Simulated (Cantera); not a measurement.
Standard-state values (1 bar) from the NASA 1993 polynomials, evaluated with Cantera. Values are per mole of reaction as written; species without (g) are pure solids or liquids, kept so even where they would boil at 1 bar.

O(g) + CaF2 = CaO + 2 F(g), with ΔH° = 500.4 kJ and ΔS° = 126.1 J/K at 300 K.

Question: How far is the shortcut ΔG° ≈ ΔH°(300 K) − T·ΔS°(300 K) from the full temperature-dependent value at 973, 1023, 1073, 1123, 1173, 1223 K?

Answer: 
```
T (K)  shortcut (kJ)  full (kJ)  difference (kJ)  difference in log10 K
-----  -------------  ---------  ---------------  ---------------------
973            377.7      380.0             -2.3                   0.12
1023           371.4      374.1             -2.7                   0.14
1073           365.1      368.2             -3.1                   0.15
1123           358.8      362.3             -3.5                   0.16
1173           352.5      356.5             -4.0                   0.18
1223           346.2      350.8             -4.6                   0.20
```
The shortcut ignores the heat-capacity change of the reaction.
